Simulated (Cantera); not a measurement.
Feed: 1 mol SiF₄, 0.13 mol H₂O, at 1075 K and 27.0 Pa.

Equilibrium computed with Cantera from the NASA thermochemical tables; the gas is ideal and each condensed phase is pure. Candidate condensed phases: H₂O, Si, SiO₂; 38 gas species. Rates play no part.

Base state: SiF₄ 0.783, HF 0.215, H₂O 0.00117 (mole fractions); condensed: SiO₂(β-quartz).

Problem. What changes in the equilibrium state with this change: SiF₄ replaced by SiCl₄?

Solution. 
| species | before | after |
|---|---|---|
| SiCl₄ | 0 | 0.782 |
| HCl | 0 | 0.218 |
| SiCl₃ | 0 | 0.000145 |
| SiF₄ | 0.783 | 0 |
| HF | 0.215 | 0 |
| H₂O | 0.00117 | 3.16e-9 |
| Cl | 0 | 0.000140 |
| SiO₂(β-quartz), mol | 0.0643 | 0.0650 |
The tables' values for SiCl₃ are old estimates; treat these amounts as uncertain.
